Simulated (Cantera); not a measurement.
Gas activation for diamond growth

An isothermal, constant-pressure homogeneous reactor starts with CH4 : H2 : CO2 = 0.018 : 1 : 0.0094 (molar parts), at 1600 K and 2670 Pa.

Model: GRI-Mech 3.0 (53 species, 325 reactions), integrated in Cantera. GRI-Mech 3.0 stops at C3 and has no aromatics, soot or wall deposition, so with more carbon than oxygen in the feed, carbon stays in small species such as C2H2 where larger ones or solid carbon would form. Radical loss at walls, strong at low pressure, is not modelled.

```csv
t (s),x CH4,x H2,x CO2,x C2H4,x HO2,x CH2O
0.000100,0.0175,0.973,0.00915,<1e-12,<1e-12,<1e-12
0.000277,0.0175,0.973,0.00915,<1e-12,<1e-12,<1e-12
0.000765,0.0175,0.973,0.00915,1.31e-11,<1e-12,<1e-12
0.00211,0.0175,0.973,0.00915,2.72e-10,<1e-12,6.19e-12
0.00585,0.0175,0.973,0.00915,5.71e-9,<1e-12,1.18e-10
0.0162,0.0175,0.973,0.00912,1.19e-7,<1e-12,1.36e-9
0.0447,0.0175,0.973,0.00892,1.99e-6,<1e-12,4.92e-9
0.124,0.0173,0.972,0.00773,1.11e-5,<1e-12,9.59e-9
0.342,0.0168,0.969,0.00430,1.48e-5,<1e-12,8.10e-9
0.946,0.0155,0.966,0.000798,1.47e-5,<1e-12,4.50e-9
2.62,0.0126,0.966,3.47e-5,1.48e-5,<1e-12,3.17e-9
7.23,0.00824,0.969,2.81e-5,1.63e-5,<1e-12,2.14e-9
20.0,0.00422,0.971,2.77e-5,1.91e-5,<1e-12,1.15e-9
```
x: mole fraction; the columns are a selection and need not sum to one.

Equilibrium at this temperature and pressure: CH4 0.000491, H2 0.978, CO2 2.04e-10, C2H4 1.10e-5, HO2 <1e-12, CH2O 2.00e-10 (gas phase only).
